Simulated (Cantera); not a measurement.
A perfectly stirred reactor is fed with H2 : O2 : N2 = 1 : 0.781 : 2.94 (molar parts), at 101000 Pa; it is adiabatic with a 375 K inlet, and is followed from long to short residence time, starting on the burning branch (τ in s: 0.092, 0.04, 0.017, 0.0076, 0.0033, 0.0014, 0.00063, 0.00027, 0.00012, 5.2e-05).

Computed with Cantera and the H2/O2 subset of GRI-Mech 3.0, which has no nitrogen chemistry.

Q: What does this change do: inlet temperature 375 to 448 K?

A: 
```json
[
 {"quantity": "blow-out, bracketed by the residence times tried", "before": "burning at 52.0 µs, the shortest tried", "after": "burning at 52.0 µs, the shortest tried"},
 {"quantity": "x(H2) at τ = 92.0 ms", "before": "0.000435", "after": "0.000530"},
 {"quantity": "x(O2) at τ = 92.0 ms", "before": "0.0659", "after": "0.0658"},
 {"quantity": "x(OH) at τ = 92.0 ms", "before": "0.00279", "after": "0.00332"},
 {"quantity": "x(O) at τ = 92.0 ms", "before": "0.000261", "after": "0.000327"},
 {"quantity": "x(HO2) at τ = 92.0 ms", "before": "2.06e-6", "after": "2.33e-6"},
 {"quantity": "x(H2) at τ = 1.40 ms", "before": "0.00501", "after": "0.00526"},
 {"quantity": "x(O2) at τ = 1.40 ms", "before": "0.0656", "after": "0.0653"},
 {"quantity": "x(OH) at τ = 1.40 ms", "before": "0.00827", "after": "0.00912"},
 {"quantity": "x(O) at τ = 1.40 ms", "before": "0.00296", "after": "0.00319"},
 {"quantity": "x(HO2) at τ = 1.40 ms", "before": "1.32e-5", "after": "1.17e-5"}
]
```
